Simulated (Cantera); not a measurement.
Input: 1 mol Si, 9.1 mol HCl, 0.32 mol N₂, held at 900 °C and 1.00 Torr.

Equilibrium computed with Cantera from the NASA thermochemical tables; the gas is ideal and each condensed phase is pure. Candidate condensed phases: NH₄Cl, Si, Si₃N₄; 28 gas species. The tables' values for SiCl₃ are old estimates; treat these amounts as uncertain. Rates play no part.

Base state: HCl 0.616, H₂ 0.228, SiCl₄ 0.107, N₂ 0.0378, SiCl₃ 0.00615, SiCl₂ 0.00347, SiHCl₃ 0.000930 (mole fractions); condensed: gas only.

What changes in the equilibrium state with this change: HCl from 9.1 to 14 mol?


| species | before | after |
|---|---|---|
| HCl | 0.616 | 0.754 |
| H₂ | 0.228 | 0.147 |
| SiCl₄ | 0.107 | 0.0709 |
| N₂ | 0.0378 | 0.0240 |
| SiCl₂ | 0.00347 | 0.000984 |
| SiHCl₃ | 0.000930 | 0.000323 |
| SiCl₃ | 0.00615 | 0.00266 |
